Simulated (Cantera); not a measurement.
What does this Cantera script print?

```python
import numpy as np
import cantera as ct

gas_names = """
    B BH BH2 BH3 BO BO2 B2 B2O B2O2 B2O3 B3O3H3 H HBO HBO2 HO2 H2 H2O H2O2 H3B3O6 O OH O2 O3
""".split()
cond_names = """
    B(b) B(L) B2O3(L) B3O3H3(cr) H2O(s) H2O(L)
""".split()


def load(file, names, dense=False):
    # The tables refer to 1 bar. Condensed volumes are neglected.
    table = {s.name: s for s in ct.Species.list_from_file(file)}
    out = []
    for n in names:
        d = dict(table[n].input_data)
        d["thermo"] = dict(d["thermo"], **{"reference-pressure": 1e5})
        if dense:
            d["equation-of-state"] = {"model": "constant-volume", "density": "1e6 g/cm^3"}
        out.append(ct.Species.from_dict(d))
    return out


gas = ct.Solution(thermo="ideal-gas", species=load("nasa_gas.yaml", gas_names))
cond = {s.name: ct.Solution(thermo="fixed-stoichiometry", species=[s], name=s.name)
        for s in load("nasa_condensed.yaml", cond_names, dense=True)}
atoms = {
    'B2O3': {'B': 2, 'O': 3},
    'H2': {'H': 2},
}
top_T = {}  # K; cautious upper limits of use, not melting points


def equilibrate(T, P, feed):
    n = {}
    for name, mol in feed.items():
        for a, k in atoms[name].items():
            n[a] = n.get(a, 0.0) + k * mol
    gas.TPX = T, P, n
    mass = sum(n.values()) * gas.mean_molecular_weight
    gas.equilibrate("TP")
    valid = [c for c in cond.values() if c.min_temp <= T <= top_T.get(c.name, c.max_temp)]
    mix = ct.Mixture([(gas, mass / gas.mean_molecular_weight)] + [(c, 0.0) for c in valid])
    mix.T, mix.P = T, P
    mix.equilibrate("TP", solver="vcs", rtol=1e-11, max_steps=5000)
    return mix


results = []
feed = {'B2O3': 1, 'H2': 4.1}  # mol
T = 948  # K
P = 133.322  # Pa
mix = equilibrate(T, P, feed)
results.append((T, P, feed, dict(zip(mix.species_names, mix.species_moles))))
x = sorted(zip(gas.X, gas.species_names), reverse=True)
print(f"T = {T:g} K  P = {P:g} Pa  gas = {mix.phase_moles(0):.4g} mol")
print("   x: " + "  ".join(f"{s} {v:.3e}" for v, s in x if v > 0.001))
print("   condensed (mol): " + ("  ".join(f"{mix.phase(i).name} {mix.phase_moles(i):.4g}"
      for i in range(1, mix.n_phases) if mix.phase_moles(i) > 1e-12) or "none"))
```

Result:

```
T = 948 K  P = 133.322 Pa  gas = 4.1 mol
   x: H2 1.000e+00
   condensed (mol): B2O3(L) 1
```

Cantera equilibrium calculation (NASA polynomials, part measured and part estimated; ideal gas, pure solids and liquids).
